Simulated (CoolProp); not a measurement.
Properties of ammonia along the isotherm 164.55 °C.

Values from CoolProp's reference Helmholtz-energy equation of state, Gao 2020.

```csv
p (MPa),phase,cp (kJ/(kg K)),speed of sound (m/s),expansivity (1/kK),Prandtl number,fugacity coefficient
0.0539,gas,2.348,519.2,2.296,0.845,0.9987
0.102,gas,2.353,518.9,2.306,0.846,0.9975
0.194,gas,2.364,518.2,2.325,0.848,0.9952
0.367,gas,2.383,517.0,2.362,0.852,0.9910
0.696,gas,2.422,514.6,2.434,0.860,0.9829
1.32,gas,2.499,510.0,2.579,0.875,0.9676
2.5,gas,2.659,501.1,2.887,0.907,0.9391
4.74,gas,3.033,483.3,3.632,0.974,0.8858
8.99,gas,4.207,445.7,6.115,1.16,0.7879
17,supercritical,13.93,381.7,28.25,2.50,0.6107
```

Viscosity comes from a separate model (Fenghour 1995). Thermal conductivity comes from a separate model (Tufeu 1984).
